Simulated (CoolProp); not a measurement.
A single-stage vapour-compression cycle with the fluid: evaporating at 236.15 K (dew point), condensing at 300.15 K (bubble point), superheat 10 K, subcooling 0 K, compressor efficiency 0.8, no pressure losses. The same conditions are run with several fluids, on thermodynamics alone (safety and materials aside).

Computed with CoolProp (reference Helmholtz-energy equation of state of each fluid (R236FA: Pan 2012; sulfur hexafluoride: Guder 2009; carbonyl sulfide: Lemmon 2006; R22: Kamei 1995; R143a: Lemmon and Jacobsen 2000; dimethyl ether: Wu 2011)).

```tsv
fluid	cooling COP	pressure ratio	discharge temperature (K)	refrigerating effect (kJ/kg)	volumetric capacity (kJ/m³)
R236FA	2.12	16.6	315.7	107	141
sulfur hexafluoride	1.52	6.48	315.8	45.6	1360
carbonyl sulfide	2.23	7.50	398.6	225	1230
R22	2.21	9.12	368.7	163	861
R143a	2.03	8.26	333.6	133	931
dimethyl ether	2.30	10.8	356.9	344	456
```
